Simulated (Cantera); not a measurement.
# Ignition delay

Mixture: 3.28 % CH4, 0.622 % H2, 17.2 % O2, 78.9 % N2, at 37.0 bar, adiabatic and at constant volume. Ignition delay is the time to a rise of 400 K.

Detailed kinetics in Cantera: GRI-Mech 3.0 (53 species, 325 reactions). The pressure lies above the range GRI-Mech 3.0 was tuned for (to about 10 atm).

```json
[
 {"T0 (K)": "1123", "delay (ms)": "1.38"},
 {"T0 (K)": "1173", "delay (ms)": "0.674"},
 {"T0 (K)": "1223", "delay (ms)": "0.356"},
 {"T0 (K)": "1273", "delay (ms)": "0.202"},
 {"T0 (K)": "1323", "delay (ms)": "0.121"},
 {"T0 (K)": "1373", "delay (ms)": "0.0768"},
 {"T0 (K)": "1423", "delay (ms)": "0.0505"},
 {"T0 (K)": "1473", "delay (ms)": "0.0342"}
]
```

- apparent activation energy between 1373 and 1473 K = 140 kJ/mol
